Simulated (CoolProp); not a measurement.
R22 along the isobar 21500 kPa: Z from the reference equation and from simpler models built on Tc = 369.3 K, pc = 4990 kPa, ω = 0.221; each cubic takes its own stable root.

The numbers come from the reference Helmholtz-energy equation of state, Kamei 1995 in CoolProp.

```csv
T (K),phase,reference
335.8,liquid,0.5689
347.5,liquid,0.5672
359.2,liquid,0.5673
371,supercritical,0.5693
382.7,supercritical,0.5735
394.4,supercritical,0.5798
406.2,supercritical,0.5887
417.9,supercritical,0.6000
429.6,supercritical,0.6140
441.3,supercritical,0.6305
453.1,supercritical,0.6493
464.8,supercritical,0.6699
476.5,supercritical,0.6918
488.3,supercritical,0.7146
500,supercritical,0.7373
```

Question: How far does each simpler model (Soave-Redlich-Kwong, Peng-Robinson) lie from the reference over these 15 states: mean and median of the absolute difference, and the worst?

Answer: 
- Soave-Redlich-Kwong: mean 11.3 %, median 11.6 %, worst +12.5 % at 441.3 K and 21500 kPa
- Peng-Robinson: mean 2.5 %, median 2.5 %, worst +4.0 % at 476.5 K and 21500 kPa
